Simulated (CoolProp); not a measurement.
The fluid at 298.15 K and 0.521 MPa is throttled through a valve to 0.176 MPa with no heat exchange. The same conditions are run with several fluids, on thermodynamics alone (safety and materials aside).

Model: reference Helmholtz-energy equation of state of each fluid (R125: Lemmon 2005; propane: Lemmon 2009; R410A: Lemmon 2003; R22: Kamei 1995; R1132(E): Akasaka 2024), in CoolProp. Blends and air are pseudo-pure fits.

Task: Rank R125, propane, R410A, R22, R1132(E) by temperature change (K), highest first.

Result: R125 (-5.2), R1132(E) (-5.8), propane (-6.4), R410A (-7.3), R22 (-8.0)

```json
[
 {"fluid": "R125", "final density (kg/m³)": "8.93"},
 {"fluid": "propane", "final density (kg/m³)": "3.30"},
 {"fluid": "R410A", "final density (kg/m³)": "5.42"},
 {"fluid": "R22", "final density (kg/m³)": "6.49"},
 {"fluid": "R1132(E)", "final density (kg/m³)": "4.74"}
]
```
